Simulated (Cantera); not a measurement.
Silicon etching in halogen gases: Si + NF3

Charge: 1 mol Si, 2.2 mol NF3, at 573 K.

Method: chemical equilibrium by Gibbs-energy minimisation in Cantera with the NASA 1993 tables (ideal gas, pure condensed phases). Candidate condensed phases: Si, Si3N4; 16 gas species. Kinetics and transport are ignored.

```json
[
 {"P (Pa)": "1", "x SiF4": "0.307", "x NF3": "0.0508", "x F2": "0.317", "x N2": "0.313", "x F": "0.0117", "x NF2": "1.07e-9"},
 {"P (Pa)": "6.80", "x SiF4": "0.342", "x NF3": "0.164", "x F2": "0.197", "x N2": "0.294", "x F": "0.00352", "x NF2": "1.68e-9"},
 {"P (Pa)": "46", "x SiF4": "0.374", "x NF3": "0.271", "x F2": "0.0787", "x N2": "0.276", "x F": "0.000856", "x NF2": "1.69e-9"},
 {"P (Pa)": "320", "x SiF4": "0.388", "x NF3": "0.320", "x F2": "0.0244", "x N2": "0.267", "x F": "0.000181", "x NF2": "1.36e-9"},
 {"P (Pa)": "2200", "x SiF4": "0.393", "x NF3": "0.336", "x F2": "0.00699", "x N2": "0.264", "x F": "3.69e-5", "x NF2": "1.02e-9"},
 {"P (Pa)": "15000", "x SiF4": "0.394", "x NF3": "0.340", "x F2": "0.00196", "x N2": "0.263", "x F": "7.48e-6", "x NF2": "7.44e-10"},
 {"P (Pa)": "100000", "x SiF4": "0.395", "x NF3": "0.342", "x F2": "0.000556", "x N2": "0.263", "x F": "1.54e-6", "x NF2": "5.44e-10"}
]
```
x: gas mole fraction; nothing condenses.

From 0.00750 Torr to 750 Torr nothing is condensed. The main Si-bearing gas is SiF4 throughout.
